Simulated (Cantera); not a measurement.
An isothermal, constant-pressure homogeneous reactor starts with 15.6 % NO, 84.4 % N₂, at 1900 K and 0.0120 bar.

Computed with Cantera and GRI-Mech 3.0 (53 species, 325 reactions). Radical loss at walls, strong at low pressure, is not modelled.

One state of this run: x NO = 0.152; x O₂ = 0.00193; x NO₂ = 3.94e-6; x O = 0.000201; x N₂ = 0.846; x N₂O = 8.88e-6. x: mole fraction; the columns are a selection and need not sum to one.

**Question.** Which value of t (s) does it belong to?
A) 0.000500
B) 0.00783
C) 1.92
D) 4.80

**Answer.** D, 4.80
